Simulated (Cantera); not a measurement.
An adiabatic, constant-volume homogeneous reactor starts with CO : H2 : O2 : N2 = 1 : 0.097 : 0.457 : 1.72 (molar parts), equivalence ratio 1.2, at 1075 K and 760 Torr. Integrator tolerance rtol = 1e-08.

Detailed kinetics in Cantera: GRI-Mech 3.0 (53 species, 325 reactions).

Question: What does this change do: initial temperature 1075 to 1700 K?

Answer: 
```csv
quantity,before,after
time of steepest temperature rise,0.237 ms,25.6 µs
temperature at 10.0 s,2845 K,2956 K
equilibrium temperature,2845 K,2956 K
x(CO) at 10.0 s,0.139 (gas-phase equilibrium 0.139),0.173 (gas-phase equilibrium 0.173)
x(H2) at 10.0 s,0.00241 (gas-phase equilibrium 0.00241),0.00298 (gas-phase equilibrium 0.00298)
x(O2) at 10.0 s,0.0285 (gas-phase equilibrium 0.0285),0.0402 (gas-phase equilibrium 0.0402)
x(N2O) at 10.0 s,9.23e-7 (gas-phase equilibrium 9.23e-7),1.01e-6 (gas-phase equilibrium 1.01e-6)
x(H) at 10.0 s,0.00303 (gas-phase equilibrium 0.00303),0.00593 (gas-phase equilibrium 0.00593)
x(CO2) at 10.0 s,0.199 (gas-phase equilibrium 0.199),0.156 (gas-phase equilibrium 0.156)
x(O) at 10.0 s,0.00705 (gas-phase equilibrium 0.00705),0.0153 (gas-phase equilibrium 0.0153)
```
